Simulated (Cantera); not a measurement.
**Equilibrium for chemical vapour transport: AlN + HCl**

A closed system holds: 1 mol AlN, 0.12 mol HCl, held at 502 °C.

Cantera equilibrium calculation (NASA polynomials, part measured and part estimated; ideal gas, pure solids and liquids). Candidate condensed phases: Al, AlCl3, AlN, NH4Cl; 20 gas species. The numbers say what is thermodynamically allowed, not how fast it happens.

```csv
P (Pa),x H2,x AlCl3,x N2,x HCl,x Al2Cl6,n AlN(s)
1000,0.421,0.272,0.140,0.163,0.00438,0.966
2200,0.423,0.264,0.141,0.162,0.00911,0.966
4600,0.428,0.251,0.143,0.161,0.0172,0.966
10000,0.437,0.229,0.146,0.158,0.0311,0.966
22000,0.449,0.197,0.150,0.153,0.0509,0.966
46000,0.463,0.163,0.154,0.147,0.0728,0.965
100000,0.479,0.127,0.160,0.138,0.0962,0.965
220000,0.494,0.0949,0.165,0.128,0.118,0.965
460000,0.506,0.0703,0.169,0.117,0.135,0.964
1000000,0.516,0.0502,0.172,0.106,0.150,0.964
```
x: gas mole fraction; n: condensed amount in mol.

From 1000 Pa to 1000000 Pa the condensed part is AlN(s). The main Al-bearing gas is AlCl3 at 1000 Pa and Al2Cl6 at 1000000 Pa.
